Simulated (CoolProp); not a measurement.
The fluid at 278.81 K and 0.0897 MPa flows at 0.11 m/s in a round tube of 4.6 mm bore and 45 µm roughness, fully developed (64/Re and Nu = 3.66 if laminar; Colebrook and Gnielinski if turbulent). The same conditions are run with several fluids, on thermodynamics alone (safety and materials aside).

Computed with CoolProp (reference Helmholtz-energy equation of state of each fluid (ammonia: Gao 2020; methane: Setzmann 1991; R407C: Lemmon 2003; C2F6 (R116): Lemmon 2006; R125: Lemmon 2005)). Blends and air are pseudo-pure fits.

Rank ammonia, methane, R407C, C2F6 (R116), R125 by Reynolds number, highest first.

C2F6 (R116) (207), R125 (197), R407C (151), ammonia (35.9), methane (29.8)

```json
[
 {"fluid": "ammonia", "Darcy friction factor": "1.78", "pressure drop (Pa/m)": "1.56", "heat-transfer coefficient (W/(m² K))": "18.6", "mass flow (kg/h)": "0.00439"},
 {"fluid": "methane", "Darcy friction factor": "2.15", "pressure drop (Pa/m)": "1.76", "heat-transfer coefficient (W/(m² K))": "25.1", "mass flow (kg/h)": "0.00409"},
 {"fluid": "R407C", "Darcy friction factor": "0.425", "pressure drop (Pa/m)": "1.90", "heat-transfer coefficient (W/(m² K))": "9.36", "mass flow (kg/h)": "0.0224"},
 {"fluid": "C2F6 (R116)", "Darcy friction factor": "0.309", "pressure drop (Pa/m)": "2.20", "heat-transfer coefficient (W/(m² K))": "10.6", "mass flow (kg/h)": "0.0356"},
 {"fluid": "R125", "Darcy friction factor": "0.325", "pressure drop (Pa/m)": "2.02", "heat-transfer coefficient (W/(m² K))": "10.0", "mass flow (kg/h)": "0.0311"}
]
```

Transport values come from each fluid's own correlations; those of C2F6 (R116) are estimates that may be off by 10 % or more.
